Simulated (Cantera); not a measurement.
An isothermal, constant-pressure homogeneous reactor starts with 38.2 % CH₄, 49.6 % CO₂, 12.2 % H₂, at 1423 K and 5.00 bar.

Model: GRI-Mech 3.0 (53 species, 325 reactions), integrated in Cantera.

Question: Predict: x(CH₄) at 10.0 s; x(CO₂) at 10.0 s; x(H₂) at 10.0 s; x(H₂O) at 10.0 s; x(CO) at 10.0 s; x(HCO) at 10.0 s.

Answer: 
- x(CH₄) at 10.0 s = 0.136 (gas-phase equilibrium 0.000293)
- x(CO₂) at 10.0 s = 0.152 (gas-phase equilibrium 0.0206)
- x(H₂) at 10.0 s = 0.167 (gas-phase equilibrium 0.457)
- x(H₂O) at 10.0 s = 0.191 (gas-phase equilibrium 0.0447)
- x(CO) at 10.0 s = 0.297 (gas-phase equilibrium 0.477)
- x(HCO) at 10.0 s = 4.05e-9 (gas-phase equilibrium 1.07e-8)
